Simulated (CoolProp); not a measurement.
Vapour-liquid equilibrium of cyclohexane (1) + m-xylene (2) at 100.25 °C; x and y are mole fractions of (1).

Computed with CoolProp (multi-fluid Helmholtz-energy mixture model, Zhou 2014 and Zhou 2012; pair parameters Bell 2016).

| x | bubble pressure, mixture model (bar) | bubble pressure, Raoult's law (bar) | y, mixture model | y, Raoult's law |
|---|---|---|---|---|
| 0.05 | 0.4090 | 0.3867 | 0.265 | 0.227 |
| 0.125 | 0.5450 | 0.4950 | 0.487 | 0.444 |
| 0.2 | 0.6735 | 0.6034 | 0.616 | 0.583 |
| 0.275 | 0.7946 | 0.7117 | 0.700 | 0.680 |
| 0.35 | ___ | 0.8200 | 0.760 | 0.751 |
| 0.425 | ___ | 0.9284 | 0.806 | 0.805 |
| 0.5 | 1.119 | 1.037 | 0.843 | 0.848 |
| 0.575 | 1.217 | 1.145 | 0.873 | 0.883 |
| 0.65 | 1.313 | 1.253 | ___ | 0.912 |
| 0.725 | 1.407 | 1.362 | 0.923 | 0.936 |
| 0.8 | 1.500 | 1.470 | 0.945 | 0.957 |
| 0.875 | 1.595 | 1.578 | 0.966 | 0.975 |
| 0.95 | 1.692 | 1.687 | 0.986 | 0.991 |

**Question.** Fill in the missing entries.

**Answer.** 
- 0.35, bubble pressure, mixture model (bar): 0.9087
- 0.425, bubble pressure, mixture model (bar): 1.016
- 0.65, y, mixture model: 0.899

The largest gap from Raoult's law is +11.6 % in bubble pressure, at x = 0.275. No azeotrope shows between x = 0.05 and 0.95.

The pair parameters rest on a limited set of measurements; away from them the model extrapolates.
